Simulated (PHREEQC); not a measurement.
A solution holds 0.047 mol/kgw HF, 0.29 mol/kgw CsF and 0.07 mol/kgw HCl, at 25 °C. Closed to the air; pH follows from the charge balance.

All values are PHREEQC results (ion-association model, wateq4f.dat), not measurements.

```
Quantity                  Result
-----------------  -------------
pH                          3.48
ionic strength     0.290 mol/kgw
activity of water          0.989
total alkalinity     -117 meq/kg
```

| species | molality | activity | log γ |
|---|---|---|---|
| Cs+ | 0.290 | 0.213 | -0.134 |
| F- | 0.179 | 0.121 | -0.170 |
| Cl- | 0.0700 | 0.0478 | -0.165 |
| HF | 0.0569 | 0.0608 | 0.029 |
| HF2- | 0.0417 | 0.0282 | -0.170 |
| H2F2 | 0.00901 | 0.00963 | 0.029 |
| H+ | 0.000428 | 0.000335 | -0.106 |

This is a speciation only: nothing precipitates in the calculation. Species that the database lacks are ignored. wateq4f.dat counts part of the HF as a dimer, H2F2, which phreeqc.dat doesn't know; its constant is uncertain.
